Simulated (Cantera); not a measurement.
Cantera run:

```python
import numpy as np
import cantera as ct

gas_names = [...]  # 116 gases of nasa_gas.yaml made of C, H, Mg, O
cond_names = """
    C(gr) C6H6(L) C7H8(L) C8H18(L),n-octa H2O(s) H2O(L) Mg(cr) Mg(L) MgCO3(s) MgO(s) MgO(L) MgO2H2(s)
""".split()


# ... load() reads the species with a 1 bar reference pressure and builds the phases ...
atoms = {
    'MgCO3': {'Mg': 1, 'C': 1, 'O': 3},
    'H2': {'H': 2},
    'H2O': {'H': 2, 'O': 1},
}
top_T = {'C(gr)': 4500}  # K; cautious upper limits of use, not melting points


# ... equilibrate(T, P, feed) seeds the gas with the atoms and calls Mixture.equilibrate('TP', solver="vcs", rtol=1e-11, max_steps=5000) ...
results = []
feed = {'MgCO3': 1, 'H2': 0.081, 'H2O': 0.08}  # mol
T = 1475  # K
P = 13332.2  # Pa
mix = equilibrate(T, P, feed)
results.append((T, P, feed, dict(zip(mix.species_names, mix.species_moles))))
x = sorted(zip(gas.X, gas.species_names), reverse=True)
print(f"T = {T:g} K  P = {P:g} Pa  gas = {mix.phase_moles(0):.4g} mol")
print("   x: " + "  ".join(f"{s} {v:.3e}" for v, s in x if v > 1e-05))
print("   condensed (mol): " + ("  ".join(f"{mix.phase(i).name} {mix.phase_moles(i):.4g}"
      for i in range(1, mix.n_phases) if mix.phase_moles(i) > 1e-12) or "none"))
```

Output:

```
T = 1475 K  P = 13332.2 Pa  gas = 1.161 mol
   x: CO2 7.960e-01  H2O 1.342e-01  CO 6.533e-02  H2 4.437e-03
   condensed (mol): MgO(s) 1
```

Method: chemical equilibrium by Gibbs-energy minimisation in Cantera with the NASA 1993 tables (ideal gas, pure condensed phases).
